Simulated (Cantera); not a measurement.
An adiabatic, constant-volume homogeneous reactor starts with 7.58 % CH₄, 19.4 % O₂, 73.0 % N₂, equivalence ratio 0.78, at 1475 K and 1.40 bar.

Model: GRI-Mech 3.0 (53 species, 325 reactions), integrated in Cantera.

x: mole fraction; the columns are a selection and need not sum to one.

```csv
t (s),T (K),P (bar),x CH₄,x O₂,x C₂H,x CO,x C₂H₆,x CH₂CO,x CH₂
6.00e-6,1475,1.40,0.0758,0.194,<1e-12,1.18e-11,2.67e-11,<1e-12,<1e-12
1.53e-5,1475,1.40,0.0758,0.194,<1e-12,1.87e-10,5.18e-10,<1e-12,<1e-12
3.91e-5,1475,1.40,0.0758,0.194,<1e-12,3.62e-9,1.16e-8,<1e-12,1.63e-12
9.99e-5,1475,1.40,0.0757,0.194,<1e-12,9.88e-8,3.63e-7,5.41e-12,2.06e-11
0.000255,1475,1.40,0.0755,0.194,<1e-12,(withheld),(withheld),(withheld),3.59e-10
0.000651,1486,1.41,0.0734,0.192,<1e-12,0.000293,0.000366,1.08e-6,5.40e-9
0.00166,2835,2.77,<1e-12,0.0440,<1e-12,0.0246,<1e-12,<1e-12,<1e-12
0.00424,2829,2.77,<1e-12,0.0421,<1e-12,0.0246,<1e-12,<1e-12,<1e-12
0.0108,2829,2.77,<1e-12,0.0421,<1e-12,0.0246,<1e-12,<1e-12,<1e-12
0.0277,2829,2.77,<1e-12,0.0421,<1e-12,0.0246,<1e-12,<1e-12,<1e-12
0.0706,2829,2.77,<1e-12,0.0421,<1e-12,0.0246,<1e-12,<1e-12,<1e-12
0.180,2829,2.77,<1e-12,0.0421,<1e-12,0.0246,<1e-12,<1e-12,<1e-12
0.460,2829,2.77,<1e-12,0.0421,<1e-12,0.0246,<1e-12,<1e-12,<1e-12
1.18,2829,2.77,<1e-12,0.0421,<1e-12,0.0246,<1e-12,<1e-12,<1e-12
3.00,2829,2.77,<1e-12,0.0421,<1e-12,0.0246,<1e-12,<1e-12,<1e-12
```

Question: Fill in the missing entries.

Answer: 
- 0.000255, x CO: 4.74e-6
- 0.000255, x C₂H₆: 1.61e-5
- 0.000255, x CH₂CO: 2.63e-9
